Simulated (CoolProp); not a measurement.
Computed with CoolProp (reference Helmholtz-energy equation of state, Leachman 2009).

Question: For normal hydrogen, give the phase and the cv (kJ/(kg K)), Prandtl number at -228.15 °C and 0.014 MPa.

Answer: 
- -228.15 °C and 0.014 MPa: gas; cv 6.20, Prandtl number 0.667

Viscosity comes from a separate model (Muzny 2013). Thermal conductivity comes from a separate model (Assael 2011).
